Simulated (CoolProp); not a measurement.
Octamethyltrisiloxane (MDM) at 298.15 K and 3.59 MPa is throttled through a valve to 1.3 MPa with no heat exchange. Each further row changes one setting.

Values from CoolProp's reference Helmholtz-energy equation of state, Thol 2017.

| case | temperature change (K) | final density (kg/m³) |
|---|---|---|
| as stated | (withheld) | 816 |
| outlet pressure 0.39 MPa | (withheld) | (withheld) |
| outlet pressure 1.69 MPa | (withheld) | (withheld) |

Task: Some entries are withheld; supply them.

Result: 
- as stated, temperature change (K): +1.0
- outlet pressure 0.39 MPa, temperature change (K): +1.4
- outlet pressure 0.39 MPa, final density (kg/m³): 814
- outlet pressure 1.69 MPa, temperature change (K): +0.8
- outlet pressure 1.69 MPa, final density (kg/m³): 817
